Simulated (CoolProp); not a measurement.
The fluid at 340.78 K and 0.492 MPa expands adiabatically to 0.041 MPa with isentropic efficiency 0.7. The same conditions are run with several fluids, on thermodynamics alone (safety and materials aside).

The numbers come from the reference Helmholtz-energy equation of state of each fluid (nitrous oxide: Lemmon 2006; R227EA: Lemmon 2016; propane: Lemmon 2009; ammonia: Gao 2020) in CoolProp.

Question: Rank nitrous oxide, R227EA, propane, ammonia by work (kJ/kg), highest first.

Answer: ammonia (218), propane (94.6), nitrous oxide (85.1), R227EA (25.8)

```json
[
 {"fluid": "nitrous oxide", "final temperature (K)": "239.1", "final density (kg/m³)": "0.912"},
 {"fluid": "R227EA", "final temperature (K)": "304.5", "final density (kg/m³)": "2.78"},
 {"fluid": "propane", "final temperature (K)": "280.2", "final density (kg/m³)": "0.782"},
 {"fluid": "ammonia", "final temperature (K)": "229.9", "final density (kg/m³)": "0.370"}
]
```
